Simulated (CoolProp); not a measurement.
Vapour-liquid equilibrium of carbon dioxide (1) + ethane (2) at 235.4 K; x and y are mole fractions of (1).

Model: multi-fluid Helmholtz-energy mixture model, Span 1996 and Bücker 2006; pair parameters Kunz 2012, in CoolProp.

```tsv
x	bubble pressure (bar)	y at the bubble point	dew pressure at overall composition x (bar)	liquid density (mol/L)
0.05	9.268	0.126	8.706	15.90
0.15	10.77	0.299	9.461	16.30
0.25	11.87	0.412	10.32	16.77
0.35	12.63	0.492	11.26	17.33
0.45	13.11	0.552	12.24	18.00
0.55	13.37	0.601	13.10	18.82
0.65	13.45	0.647	13.45	19.82
0.75	13.34	0.696	13.04	21.03
0.85	12.93	0.764	12.22	22.47
0.95	11.89	0.887	11.33	24.19
```

y crosses x between x = 0.55 and 0.65: the model has an azeotrope there.

The pair parameters rest on a limited set of measurements; away from them the model extrapolates.
